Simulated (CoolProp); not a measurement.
Computed with CoolProp (reference Helmholtz-energy equation of state, Schmidt 1985). Above 300 K oxygen's equation is extrapolated.

Problem. For oxygen, give the phase and the cv (kJ/(kg K)), Joule-Thomson coefficient (K/MPa) at 106.8 K and 0.101 MPa; 200.7 K and 0.101 MPa.

Solution. 
- 106.8 K and 0.101 MPa: gas; cv 0.654, Joule-Thomson coefficient 16.6
- 200.7 K and 0.101 MPa: gas; cv 0.651, Joule-Thomson coefficient 5.48
